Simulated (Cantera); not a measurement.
Input: 1 mol TiCl₄, 0.8 mol O₂, held at 1000 Pa.

Method: chemical equilibrium by Gibbs-energy minimisation in Cantera with the NASA 1993 tables (ideal gas, pure condensed phases). Candidate condensed phases: Ti, TiCl₂, TiCl₃, TiCl₄, TiO, TiO₂, Ti₂O₃, Ti₃O₅, Ti₄O₇; 15 gas species. Condensed phases not in the tables: TiOCl. Rates play no part.

Q: At 825 K, list the 3 most abundant gas species with their mole fractions, and the condensed phases.

A: Cl₂ 0.889, TiCl₄ 0.111, Cl 0.000155. Condensed: TiO₂(rutile).
